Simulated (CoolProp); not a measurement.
Vapour-liquid equilibrium of ethane (1) + hydrogen sulfide (2) at 267 K; x and y are mole fractions of (1).

The numbers come from the multi-fluid Helmholtz-energy mixture model, Bücker 2006 and Lemmon 2006; pair parameters Kunz 2012 in CoolProp.

Q: Give the bubble pressure and the first vapour's composition at x = 0.35, 0.425, 0.65. Is there an azeotrope?

A: x = 0.35: 1.781 MPa, y = 0.586; x = 0.425: 1.854 MPa, y = 0.620; x = 0.65: 2.014 MPa, y = 0.724. y crosses x between x = 0.8 and 0.875: the model has an azeotrope there.

The pair parameters rest on a limited set of measurements; away from them the model extrapolates.
